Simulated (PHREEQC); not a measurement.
A column of 0.2 m (30 cells, dispersivity 0.01 m, 60 s a shift, diffusion coefficient 3e-10 m²/s) holds 0.013 eq of the database's cation exchanger X per kg of pore water, first in equilibrium with 0.035 mol/kgw LiCl, 0.012 mol/kgw KBr and 1e-05 mol/kgw HCl. It is flushed with 8 mmol/kgw CaCl2 and 0.01 mmol/kgw HCl, at 25 °C. Values are for the last cell. CO2 from the air is kept out. Precipitation was switched off in this run.

The series has 31 steps of pore volumes, from 0 to 4.017.

Computed with PHREEQC (ion-association model, phreeqc.dat).

### Question
After how many pore volumes does Ca at the outlet first reach half of its feed value?

### Answer
By 1.8 pore volumes.

Species that the database lacks are ignored.
